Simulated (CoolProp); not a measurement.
A closed Brayton cycle with dry air: compressor inlet 332.15 K and 6.1 MPa, high pressure 12.8 MPa, turbine inlet 780 K, compressor efficiency 0.8, turbine efficiency 0.85, recuperator effectiveness 0.8 (on enthalpy, no pinch check). Each further row changes one setting.

Model: reference Helmholtz-energy equation of state, Lemmon 2000, in CoolProp. It is a pseudo-pure fit of the blend.

```tsv
case	thermal efficiency (%)	net work (kJ/kg)	compressor to turbine work	compressor exit (K)	turbine exit (K)
as stated	17.1	31.7	0.76	430.5	661.1
turbine inlet 730 K	13.8	[?]	0.81	430.5	[?]
compressor inlet 342.15 K	[?]	28.5	[?]	443.3	661.1
high pressure 10.9 MPa	17.2	[?]	0.73	407.4	685.2
recuperator effectiveness 0.5	12.2	31.7	0.76	430.5	661.1
```

Question: Complete the blanks.

Answer: 
- turbine inlet 730 K, net work (kJ/kg): 23.2
- turbine inlet 730 K, turbine exit (K): 617.5
- compressor inlet 342.15 K, thermal efficiency (%): 15.6
- compressor inlet 342.15 K, compressor to turbine work: 0.78
- high pressure 10.9 MPa, net work (kJ/kg): 29.0
